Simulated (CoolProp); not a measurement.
A closed Brayton cycle with dry air: compressor inlet 317.15 K and 3.4 MPa, high pressure 8.25 MPa, turbine inlet 910 K, compressor efficiency 0.85, turbine efficiency 0.93, recuperator effectiveness 0.9 (on enthalpy, no pinch check). Each further row changes one setting.

Values from CoolProp's reference Helmholtz-energy equation of state, Lemmon 2000. It is a pseudo-pure fit of the blend.

```csv
case,thermal efficiency (%),net work (kJ/kg),compressor to turbine work,compressor exit (K),turbine exit (K)
as stated,37.3,86.9,0.56,425.4,735.4
turbine inlet 860 K,35.0,[?],0.59,425.4,[?]
compressor inlet 327.15 K,36.1,[?],0.58,438.6,735.4
high pressure 7.01 MPa,37.3,[?],[?],403.4,[?]
recuperator effectiveness 0.5,[?],86.9,0.56,425.4,735.4
```

Q: Fill in the missing entries.

A: 
- turbine inlet 860 K, net work (kJ/kg): 76.0
- turbine inlet 860 K, turbine exit (K): 693.5
- compressor inlet 327.15 K, net work (kJ/kg): 83.3
- high pressure 7.01 MPa, net work (kJ/kg): 76.3
- high pressure 7.01 MPa, compressor to turbine work: 0.53
- high pressure 7.01 MPa, turbine exit (K): 765.0
- recuperator effectiveness 0.5, thermal efficiency (%): 23.9
